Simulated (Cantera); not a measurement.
Feed: 1 mol TiC, 4 mol H2, held at 0.338 Torr.

Equilibrium computed with Cantera from the NASA thermochemical tables; the gas is ideal and each condensed phase is pure. Candidate condensed phases: C, C6H6, C7H8, C8H18, Ti, TiC; 77 gas species. TiC: taken at fixed stoichiometry. Kinetics and transport are ignored.

**Question.** At 2748 K, list the 6 most abundant gas species with their mole fractions, and the condensed phases.

**Answer.** H 0.827, Ti 0.0750, H2 0.0668, C3 0.0191, C 0.00660, C2 0.00229. Condensed: TiC(s).
